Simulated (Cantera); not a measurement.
An isothermal, constant-pressure homogeneous reactor starts with N₂O : N₂ = 1 : 1.8 (molar parts), at 1598 K and 2100 Pa.

Model: GRI-Mech 3.0 (53 species, 325 reactions), integrated in Cantera. GRI-Mech 3.0 was tuned for natural gas; its chemistry of N2O as a main component is partial and can be far from experiment. Radical loss at walls, strong at low pressure, is not modelled. The temperature is held fixed by assumption; the heat of reaction is taken as removed at once.

Q: Predict: x(N₂O) at 80.0 s; x(NO₂) at 80.0 s; x(NO) at 80.0 s; x(O) at 80.0 s; x(N₂) at 80.0 s.

A: 
| Quantity | Value |
|---|---|
| x(N₂O) at 80.0 s | 2.26e-6 (gas-phase equilibrium 1.52e-8) |
| x(NO₂) at 80.0 s | 3.64e-5 (gas-phase equilibrium 8.39e-7) |
| x(NO) at 80.0 s | 0.0874 (gas-phase equilibrium 0.00169) |
| x(O) at 80.0 s | 3.26e-5 (gas-phase equilibrium 3.82e-5) |
| x(N₂) at 80.0 s | 0.805 (gas-phase equilibrium 0.848) |
